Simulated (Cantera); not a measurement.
# Silicon nitride deposition: SiCl4 + N2

A closed system holds: 1 mol SiCl4, 22 mol N2, equilibrated at 1277 °C and 1700 Pa.

Cantera equilibrium calculation (NASA polynomials, part measured and part estimated; ideal gas, pure solids and liquids). Candidate condensed phases: Si, Si3N4; 13 gas species. The tables' values for SiCl3 are old estimates; treat these amounts as uncertain. Rates play no part.

The x(N2) is 0.953 and the x(SiCl4) is 0.0398. The x(Cl) comes out as 0.00399 and the x(SiCl3) comes out as 0.00290. The x(SiCl2) comes out as 0.000588 and the x(Cl2) comes out as 4.14e-5. The gas amount is 23.09 mol and the log10 activity of Si(s) (absent) comes out as -6.39.
